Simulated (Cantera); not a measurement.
An isothermal, constant-pressure homogeneous reactor starts with 7.69 % NH₃, 92.3 % H₂, at 1975 K and 240 Torr.

Computed with Cantera and the gas-phase N/H chemistry of the illustrative SiF4/NH3 mechanism in the Surface Chemkin manual (1991). Walls and surfaces, which speed up NH3 decomposition in real reactors, are not modelled.

x: mole fraction; the columns are a selection and need not sum to one.

```json
[
 {"t (s)": "7.00e-6", "x NH₃": "0.0769", "x H₂": "0.923", "x N₂": "<1e-12", "x N": "<1e-12", "x N₂H₂": "<1e-12"},
 {"t (s)": "2.06e-5", "x NH₃": "0.0769", "x H₂": "0.923", "x N₂": "<1e-12", "x N": "<1e-12", "x N₂H₂": "5.07e-12"},
 {"t (s)": "6.08e-5", "x NH₃": "0.0769", "x H₂": "0.923", "x N₂": "9.40e-11", "x N": "1.03e-11", "x N₂H₂": "5.02e-11"},
 {"t (s)": "0.000179", "x NH₃": "0.0769", "x H₂": "0.923", "x N₂": "8.22e-9", "x N": "2.70e-10", "x N₂H₂": "5.07e-10"},
 {"t (s)": "0.000528", "x NH₃": "0.0769", "x H₂": "0.923", "x N₂": "4.66e-7", "x N": "(withheld)", "x N₂H₂": "5.81e-9"},
 {"t (s)": "0.00156", "x NH₃": "0.0767", "x H₂": "0.923", "x N₂": "2.00e-5", "x N": "(withheld)", "x N₂H₂": "6.96e-8"},
 {"t (s)": "0.00458", "x NH₃": "0.0758", "x H₂": "0.923", "x N₂": "0.000396", "x N": "6.00e-7", "x N₂H₂": "2.47e-7"},
 {"t (s)": "0.0135", "x NH₃": "0.0725", "x H₂": "0.925", "x N₂": "0.00195", "x N": "6.34e-7", "x N₂H₂": "2.46e-7"},
 {"t (s)": "0.0398", "x NH₃": "0.0635", "x H₂": "0.929", "x N₂": "0.00612", "x N": "6.34e-7", "x N₂H₂": "2.11e-7"},
 {"t (s)": "0.117", "x NH₃": "0.0435", "x H₂": "0.940", "x N₂": "0.0154", "x N": "6.31e-7", "x N₂H₂": "1.36e-7"},
 {"t (s)": "0.346", "x NH₃": "0.0152", "x H₂": "0.955", "x N₂": "0.0286", "x N": "6.02e-7", "x N₂H₂": "3.96e-8"},
 {"t (s)": "1.02", "x NH₃": "0.00169", "x H₂": "0.961", "x N₂": "0.0349", "x N": "(withheld)", "x N₂H₂": "1.60e-9"},
 {"t (s)": "3.00", "x NH₃": "0.000317", "x H₂": "0.962", "x N₂": "0.0355", "x N": "(withheld)", "x N₂H₂": "6.26e-11"}
]
```

Question: Some entries are withheld; supply them.

Answer: 
- 0.000528, x N: 6.81e-9
- 0.00156, x N: 1.38e-7
- 1.02, x N: 2.59e-7
- 3.00, x N: 5.50e-8
